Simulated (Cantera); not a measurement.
Charge: 1 mol SiH₂Cl₂, a varied amount of N₂O, at 1225 K and 100000 Pa.

These are equilibrium values from Cantera (NASA tables, ideal gas, pure condensed phases), not measurements of a reactor. Candidate condensed phases: H₂O, NH₄Cl, Si, SiO₂, Si₂N₂O, Si₃N₄; 47 gas species. Mutual solubility and eutectic melting of coexisting phases are not modelled. The tables hold silica as quartz up to 1696 K and as liquid above; real silica turns to tridymite and cristobalite and melts near 1996 K. Gases not in the tables: Si(OH)₄. The numbers say what is thermodynamically allowed, not how fast it happens.

**Question.** Which condensed phases are stable at each of these points (n(N₂O) (mol)): 1.6, 2.3, 3.3, 4.8, 6.8, 9.8, 14, 20, 29, 41?

**Answer.** 
```tsv
n(N₂O) (mol)	condensed phases	Si condensed (%)
1.6	SiO₂(β-quartz) + Si₂N₂O(s)	91.9
2.3	SiO₂(β-quartz)	100.0
3.3	SiO₂(β-quartz)	100.0
4.8	SiO₂(β-quartz)	100.0
6.8	SiO₂(β-quartz)	100.0
9.8	SiO₂(β-quartz)	100.0
14	SiO₂(β-quartz)	100.0
20	SiO₂(β-quartz)	100.0
29	SiO₂(β-quartz)	100.0
41	SiO₂(β-quartz)	100.0
```

At 1.6 mol N₂O the condensed part is SiO₂(β-quartz) + Si₂N₂O(s). From 2.3 mol N₂O to 41 mol N₂O the condensed part is SiO₂(β-quartz).
